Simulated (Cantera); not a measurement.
**Equilibrium for oxide etching and cleaning by halides: CaO + HBr + N2**

A closed system holds: 1 mol CaO, 3.9 mol HBr, 1.1 mol N2, equilibrated at 0.133 bar.

Cantera equilibrium calculation (NASA polynomials, part measured and part estimated; ideal gas, pure solids and liquids). Candidate condensed phases: Br2, Ca, CaBr2, CaO, Ca(OH)2, H2O; 34 gas species. The numbers say what is thermodynamically allowed, not how fast it happens.

```tsv
T (K)	x HBr	x N2	x H2O	x CaBr2	x Br	x H2	n CaBr2(l)
1075	0.473	0.275	0.250	2.76e-5	0.000678	0.000698	1.000
1125	0.473	0.275	0.250	9.61e-5	0.00120	0.00102	1.000
1175	0.471	0.275	0.250	0.000297	0.00199	0.00147	0.999
1225	0.470	0.274	0.249	0.000829	0.00314	0.00209	0.997
1275	0.467	0.274	0.249	0.00211	0.00475	0.00293	0.992
1325	0.463	0.273	0.248	0.00497	0.00693	0.00405	0.980
1375	0.457	0.271	0.246	0.0109	0.00975	0.00547	0.956
1425	0.447	0.267	0.243	0.0225	0.0133	0.00725	0.907
1475	0.431	0.261	0.237	0.0437	0.0175	0.00936	0.815
1525	0.408	0.250	0.227	0.0810	0.0223	0.0117	0.643
1575	0.372	0.232	0.211	0.143	0.0273	0.0142	0.320
1625	0.340	0.216	0.197	0.197	0.0328	0.0169	0
1675	0.331	0.216	0.196	0.196	0.0406	0.0207	0
```
x: gas mole fraction; n: condensed amount in mol.

From 1075 K to 1575 K the condensed part is CaBr2(l). From 1625 K to 1675 K nothing is condensed. The main Ca-bearing gas is CaBr2 throughout.
